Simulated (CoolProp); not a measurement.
Oxygen at 324.86 K and 0.548 MPa flows at 4.1 m/s in a round tube of 20 mm bore and 45 µm roughness, fully developed (64/Re and Nu = 3.66 if laminar; Colebrook and Gnielinski if turbulent). Each further row changes one setting.

Values from CoolProp's reference Helmholtz-energy equation of state, Schmidt 1985.

```csv
case,Reynolds number,Darcy friction factor,pressure drop (Pa/m),heat-transfer coefficient (W/(m² K)),mass flow (kg/h)
as stated,24100,0.0294,80.4,103,30.2
velocity 8.2 m/s,48300,0.0271,297,193,60.3
diameter 40 mm,48300,0.0245,33.5,86.3,121
```

Above 300 K oxygen's equation is extrapolated.

Viscosity comes from a separate model (Lemmon 2004). Thermal conductivity comes from a separate model (Lemmon 2004).
